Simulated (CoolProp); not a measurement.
Neopentane along the isotherm 550 K: density (kg/m³) from the reference equation and from simpler models built on Tc = 433.7 K, pc = 3.196 MPa, ω = 0.196; each cubic takes its own stable root.

Values from CoolProp's reference Helmholtz-energy equation of state, Lemmon 2006. It is a short technical equation, of lower accuracy than the large ones.

```tsv
p (MPa)	phase	reference
0.0253	gas	0.3997
0.0426	gas	0.6735
0.072	gas	1.140
0.121	gas	1.920
0.205	gas	3.267
0.346	gas	5.552
0.584	gas	9.482
0.985	gas	16.32
1.66	gas	28.52
2.81	gas	51.54
4.73	supercritical	97.52
7.99	supercritical	193.6
```

**Question.** How far does each simpler model (Soave-Redlich-Kwong, Peng-Robinson) lie from the reference over these 12 states: mean and median of the absolute difference, and the worst?

**Answer.** 
- Soave-Redlich-Kwong: mean 1.0 %, median 0.1 %, worst -7.4 % at 550 K and 7.99 MPa
- Peng-Robinson: mean 0.6 %, median 0.3 %, worst -1.7 % at 550 K and 7.99 MPa
